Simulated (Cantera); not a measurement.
An adiabatic, constant-pressure homogeneous reactor starts with 13.8 % CH₄, 17.2 % O₂, 64.7 % N₂, 4.27 % CO₂, equivalence ratio 1.6, at 1500 K and 18000 Torr.

Model: GRI-Mech 3.0 (53 species, 325 reactions), integrated in Cantera. The pressure lies above the range GRI-Mech 3.0 was tuned for (to about 10 atm).

Question: Predict: time of steepest temperature rise; temperature at 1.00 s; equilibrium temperature; x(O₂) at 1.00 s; x(CO₂) at 1.00 s; x(H₂) at 1.00 s; x(CO) at 1.00 s; x(NO₂) at 1.00 s.

Answer: 
```json
{
 "time_of_steepest_temperature_rise": "0.113 ms",
 "temperature at 1.00 s": "2714 K",
 "equilibrium_temperature": "2714 K",
 "x(O₂) at 1.00 s": "6.69e-5 (gas-phase equilibrium 6.69e-5)",
 "x(CO₂) at 1.00 s": "0.0450 (gas-phase equilibrium 0.0450)",
 "x(H₂) at 1.00 s": "0.0688 (gas-phase equilibrium 0.0688)",
 "x(CO) at 1.00 s": "0.118 (gas-phase equilibrium 0.118)",
 "x(NO₂) at 1.00 s": "3.17e-8 (gas-phase equilibrium 3.17e-8)"
}
```
